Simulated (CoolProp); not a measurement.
Values from CoolProp's reference Helmholtz-energy equation of state, Platzer 1990. This equation is an older, rougher fit.

For CF4 (R14), give the phase and the cv (kJ/(kg K)), speed of sound (m/s), Joule-Thomson coefficient (K/MPa), conductivity (mW/(m K)) at 187 K and 0.101 MPa; 260.4 K and 0.101 MPa; 431.8 K and 0.101 MPa.


- 187 K and 0.101 MPa: gas; cv 0.422, speed of sound 145, Joule-Thomson coefficient 16.3, conductivity 7.81
- 260.4 K and 0.101 MPa: gas; cv 0.542, speed of sound 169, Joule-Thomson coefficient 7.52, conductivity 13.0
- 431.8 K and 0.101 MPa: gas; cv 0.760, speed of sound 214, Joule-Thomson coefficient 2.36, conductivity 26.8

Thermal conductivity comes from a separate model (Huber 2003), an estimate that may be off by 10 % or more.
